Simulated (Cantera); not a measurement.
What does this Cantera script print?

```python
import numpy as np
import cantera as ct

gas_names = [...]  # 92 gases of nasa_gas.yaml made of C, H, N
cond_names = """
    C(gr) C6H6(L) C7H8(L) C8H18(L),n-octa
""".split()


# ... load() reads the species with a 1 bar reference pressure and builds the phases ...
atoms = {
    'C': {'C': 1},
    'NH3': {'N': 1, 'H': 3},
    'H2': {'H': 2},
}
top_T = {'C(gr)': 4500}  # K; cautious upper limits of use, not melting points


# ... equilibrate(T, P, feed) seeds the gas with the atoms and calls Mixture.equilibrate('TP', solver="vcs", rtol=1e-11, max_steps=5000) ...
results = []
feed = {'C': 1, 'NH3': 0.016, 'H2': 25}  # mol
T = 1200  # K
P = 6500  # Pa
mix = equilibrate(T, P, feed)
results.append((T, P, feed, dict(zip(mix.species_names, mix.species_moles))))
print(gas.report(threshold=0.0001))
for i in range(1, mix.n_phases):
    print(f"{mix.phase(i).name:16s} {mix.phase_moles(i):12.5e} mol")
```

Result:

```
       temperature   1200 K
          pressure   6500 Pa
           density   0.0013282 kg/m^3
  mean mol. weight   2.0387 kg/kmol
   phase of matter   gas

                          1 kg             1 kmol
                     ---------------   ---------------
          enthalpy        1.3129e+07        2.6765e+07  J
   internal energy        8.2346e+06        1.6788e+07  J
           entropy             95526        1.9475e+05  J/K
    Gibbs function        -1.015e+08       -2.0693e+08  J
 heat capacity c_p             15275             31141  J/K
 heat capacity c_v             11197             22827  J/K

                      mass frac. Y      mole frac. X     chem. pot. / RT
                     ---------------   ---------------   ---------------
               CH4         0.0080584          0.001024           -43.225
                H2           0.98753           0.99865           -20.712
                N2         0.0043853        0.00031914           -36.137
     [  +89 minor]        2.2514e-05        2.5321e-06

C(gr)             9.74349e-01 mol
```

Equilibrium computed with Cantera from the NASA thermochemical tables; the gas is ideal and each condensed phase is pure.
